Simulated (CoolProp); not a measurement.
Vapour-liquid equilibrium of n-pentane (1) + toluene (2) at 389.8 K; x and y are mole fractions of (1).

Model: multi-fluid Helmholtz-energy mixture model, Thol 2019 and Lemmon 2006; pair parameters Bell 2016, in CoolProp.

| x | bubble pressure, mixture model (MPa) | bubble pressure, Raoult's law (MPa) | y, mixture model | y, Raoult's law |
|---|---|---|---|---|
| 0.05 | 0.1680 | 0.1563 | 0.308 | 0.271 |
| 0.2 | 0.2960 | 0.2655 | 0.648 | 0.639 |
| 0.35 | 0.4064 | 0.3747 | 0.775 | 0.792 |
| 0.5 | 0.5066 | 0.4838 | 0.848 | 0.876 |
| 0.65 | 0.6032 | 0.5930 | 0.900 | 0.929 |
| 0.8 | 0.7021 | 0.7022 | 0.944 | 0.966 |
| 0.95 | 0.8091 | 0.8113 | 0.986 | 0.993 |

The largest gap from Raoult's law is +11.5 % in bubble pressure, at x = 0.2. No azeotrope shows between x = 0.05 and 0.95.

Pair parameters are fitted to limited data, so mixtures are less certain than the pure fluids.
